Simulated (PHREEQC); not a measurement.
Solution (39 °C): 3 mmol/kgw NaF, 4.5 mmol/kgw KHCO3 and 0.12 mmol/kgw Li2CO3. Closed to the air; pH follows from the charge balance.

All values are PHREEQC results (ion-association model, phreeqc.dat), not measurements.

```tsv
quantity	before	after
pH	8.55	8.73
ionic strength (mol/kgw)	0.00784	0.00786
HCO3- (mol/kgw)	0.00446	0.00446
CO3-2 (mol/kgw)	0.000123	0.000131
CO2 (mol/kgw)	2.29e-5	1.85e-5
NaCO3- (mol/kgw)	9.28e-6	3.93e-6
```

Question: Which change was made?
A) temperature from 39 to 20 °C
B) Li2CO3 left out
C) 9.8e-05 mol/kgw NaCl added
D) KHCO3 left out
E) Li2CO3 from 0.00012 to 0.00018 mol/kgw

Answer: A, temperature from 39 to 20 °C

This is a speciation only: nothing precipitates in the calculation. Away from 25 °C the constants follow the database's enthalpies or fits; those with neither stay at their 25 °C values.
